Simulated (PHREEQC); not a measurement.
Consider water at 25 °C with 0.018 mol Cu(BF4)2 and 0.00059 mol HBF4 per kg of water. Closed to the air; pH follows from the charge balance.

Model: ion-association model, phreeqc.dat, run in PHREEQC.

Precipitation was switched off in this run.

Problem. Order these F species by the share of F that they hold, largest first: BF2(OH)2-, HF, F-, BF3OH-, BF4-.

Solution. BF4- (89 %), BF3OH- (4.4 %), HF (3.8 %), F- (1.7 %), BF2(OH)2- (0.72 %)

The pH is 2.73 and the ionic strength 0.0554 mol/kgw. Complexes and solids missing from the database can't appear. Real BF4- forms and hydrolyses slowly; the run takes it at equilibrium.
